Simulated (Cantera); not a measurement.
Charge: 1 mol Ti(OiPr)4, 6.3 mol H2, held at 550 Pa.

Cantera equilibrium calculation (NASA polynomials, part measured and part estimated; ideal gas, pure solids and liquids). Candidate condensed phases: C, C6H6, C7H8, C8H18, H2O, Ti, TiC, TiO, TiO2, Ti2O3, Ti3O5, Ti4O7; 113 gas species. The feed counts by its element totals alone. TiC: taken at fixed stoichiometry. Rates play no part.

Q: At 1323 K, list the 4 most abundant gas species with their mole fractions, and the condensed phases.

A: H2 0.835, CO 0.165, CH4 2.61e-5, H 1.95e-5. Condensed: C(graphite) + TiC(s).
